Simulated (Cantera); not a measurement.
A perfectly stirred reactor is fed with 21.7 % N2O, 78.3 % N2, at 1.01 bar; it is held at 1325 K, and followed from long to short residence time.

Model: GRI-Mech 3.0 (53 species, 325 reactions), integrated in Cantera. GRI-Mech 3.0 was tuned for natural gas; its chemistry of N2O as a main component is partial and can be far from experiment. The mechanism lacks the step 2 NO + O2 → 2 NO2, which can matter for NO2 below about 1400 K. The temperature is held fixed by assumption; the heat of reaction is taken as removed at once.

Predict: x(N2O) at τ = 1.50 s; x(O2) at τ = 1.50 s; x(NO2) at τ = 1.50 s; x(NO) at τ = 1.50 s; x(N2) at τ = 1.50 s; x(N2O) at τ = 14.0 ms; x(O2) at τ = 14.0 ms; x(NO2) at τ = 14.0 ms; x(NO) at τ = 14.0 ms; x(N2) at τ = 14.0 ms.


- x(N2O) at τ = 1.50 s = 0.0313
- x(O2) at τ = 1.50 s = 0.0759
- x(NO2) at τ = 1.50 s = 0.000140
- x(NO) at τ = 1.50 s = 0.0158
- x(N2) at τ = 1.50 s = 0.877
- x(N2O) at τ = 14.0 ms = 0.202
- x(O2) at τ = 14.0 ms = 0.00589
- x(NO2) at τ = 14.0 ms = 1.66e-5
- x(NO) at τ = 14.0 ms = 0.00220
- x(N2) at τ = 14.0 ms = 0.790
